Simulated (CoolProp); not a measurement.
A single-stage vapour-compression cycle with benzene: evaporating at 293.15 K (dew point), condensing at 332.15 K (bubble point), superheat 2 K, subcooling 8 K, compressor efficiency 0.75, no pressure losses. Each further row changes one setting.

Model: reference Helmholtz-energy equation of state, Thol 2012, in CoolProp.

```
case                              cooling COP  pressure ratio  discharge temperature (K)  refrigerating effect (kJ/kg)  volumetric capacity (kJ/m³)
--------------------------------  -----------  --------------  -------------------------  ----------------------------  ---------------------------
as stated                                5.30            5.03                      358.7                           384                          123
evaporating temperature 298.15 K         6.27             [?]                      354.7                           390                          [?]
condensing temperature 327.15 K          6.16             [?]                      351.8                           394                          126
subcooling 13 K                          5.43            5.03                      358.7                           394                          126
superheat 12 K                            [?]            5.03                        [?]                           395                          123
compressor efficiency 0.65                [?]            5.03                      367.2                           384                          123
```

Question: Some entries are withheld; supply them.

Answer: 
- evaporating temperature 298.15 K, pressure ratio: 3.97
- evaporating temperature 298.15 K, volumetric capacity (kJ/m³): 156
- condensing temperature 327.15 K, pressure ratio: 4.19
- superheat 12 K, cooling COP: 5.28
- superheat 12 K, discharge temperature (K): 368.5
- compressor efficiency 0.65, cooling COP: 4.60
